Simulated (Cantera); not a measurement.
Feed: 1 mol Si, 0.84 mol NF3, 2.2 mol HCl, held at 7.10 Pa.

Equilibrium computed with Cantera from the NASA thermochemical tables; the gas is ideal and each condensed phase is pure. Candidate condensed phases: NH4Cl, Si, Si3N4; 49 gas species. The tables' values for SiCl3, SiF3 are old estimates; treat these amounts as uncertain. The numbers say what is thermodynamically allowed, not how fast it happens. All values below are at 700 °C.

Base state: HCl 0.431, SiF4 0.215, H2 0.160, N2 0.113, SiCl4 0.0797, SiCl3 0.000602, HF 0.000450, SiHCl3 0.000167 (mole fractions); condensed: Si3N4(s).

Q: What changes in the equilibrium state with this change: NF3 from 0.84 to 4.6 mol?

A: 
```json
[
 {"species": "F", "before": "<1e-9", "after": "0.409"},
 {"species": "N2", "before": "0.113", "after": "0.176"},
 {"species": "HF", "before": "0.000450", "after": "0.168"},
 {"species": "HCl", "before": "0.431", "after": "<1e-9"},
 {"species": "ClF", "before": "<1e-9", "after": "0.168"},
 {"species": "H2", "before": "0.160", "after": "<1e-9"},
 {"species": "SiCl4", "before": "0.0797", "after": "<1e-9"},
 {"species": "SiF4", "before": "0.215", "after": "0.0765"},
 {"species": "F2", "before": "<1e-9", "after": "0.00214"},
 {"species": "SiCl3", "before": "0.000602", "after": "<1e-9"},
 {"species": "SiHCl3", "before": "0.000167", "after": "<1e-9"},
 {"species": "SiF3", "before": "0.000131", "after": "<1e-9"},
 {"species": "SiCl2", "before": "0.000130", "after": "<1e-9"},
 {"species": "Si3N4(s), mol", "before": "0.0448", "after": "0"}
]
```
